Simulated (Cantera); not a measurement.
Mixture: CH4 : C2H6 : C3H8 : O2 : N2 : CO2 = 1 : 0.057 : 0.042 : 1.51 : 5.66 : 2 (molar parts), equivalence ratio 1.6, at 1.01 bar, adiabatic and at constant pressure. Ignition delay is the time to a rise of 400 K.

Cantera simulation using GRI-Mech 3.0 (53 species, 325 reactions); the numbers are that mechanism's predictions, not measurements.

What does this change do: pressure from 1.01 bar to 3.10 bar?


```json
[
 {"quantity": "delay at 1275 K", "before": "5.02 ms", "after": "2.37 ms"},
 {"quantity": "delay at 1425 K", "before": "0.813 ms", "after": "0.411 ms"},
 {"quantity": "delay at 1575 K", "before": "0.201 ms", "after": "99.5 µs"},
 {"quantity": "delay at 1725 K", "before": "72.0 µs", "after": "33.2 µs"},
 {"quantity": "delay at 1875 K", "before": "34.4 µs", "after": "14.5 µs"},
 {"quantity": "apparent activation energy between 1800 and 1950 K", "before": "120 kJ/mol", "after": "140 kJ/mol"}
]
```
